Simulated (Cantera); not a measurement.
An isothermal, constant-pressure homogeneous reactor starts with NO : N2 = 1 : 2.8 (molar parts), at 1650 K and 13300 Pa.

Cantera simulation using GRI-Mech 3.0 (53 species, 325 reactions); the numbers are that mechanism's predictions, not measurements.

x: mole fraction; the columns are a selection and need not sum to one.

| t (s) | x NO | x O | x NO2 | x N2O | x N2 | x O2 |
|---|---|---|---|---|---|---|
| 7.00e-5 | 0.263 | 3.36e-8 | 9.12e-10 | [?] | 0.737 | 8.20e-12 |
| 0.000289 | 0.263 | 1.28e-7 | 1.46e-8 | [?] | 0.737 | 1.32e-10 |
| 0.00119 | 0.263 | 3.95e-7 | 1.99e-7 | [?] | 0.737 | 1.95e-9 |
| 0.00492 | 0.263 | 7.82e-7 | 1.73e-6 | [?] | 0.737 | 2.77e-8 |
| 0.0203 | 0.263 | 1.60e-6 | 9.22e-6 | [?] | 0.737 | 6.02e-7 |
| 0.0837 | 0.263 | 3.33e-6 | 2.78e-5 | [?] | 0.737 | 1.68e-5 |
| 0.345 | 0.263 | 3.82e-6 | 3.30e-5 | 2.50e-5 | 0.737 | 0.000146 |
| 1.42 | 0.262 | 4.19e-6 | 3.67e-5 | 2.48e-5 | 0.738 | 0.000699 |
| 5.88 | 0.257 | 5.44e-6 | 4.88e-5 | 2.38e-5 | 0.740 | 0.00296 |
| 24.2 | 0.239 | 8.67e-6 | 7.64e-5 | [?] | 0.749 | 0.0118 |
| 100 | 0.183 | 1.48e-5 | 0.000103 | [?] | 0.777 | 0.0401 |

Problem. Complete the blanks.

Solution. 
- 7.00e-5, x N2O: 3.45e-8
- 0.000289, x N2O: 1.42e-7
- 0.00119, x N2O: 5.81e-7
- 0.00492, x N2O: 2.31e-6
- 0.0203, x N2O: 8.26e-6
- 0.0837, x N2O: 2.03e-5
- 24.2, x N2O: 2.04e-5
- 100, x N2O: 1.16e-5
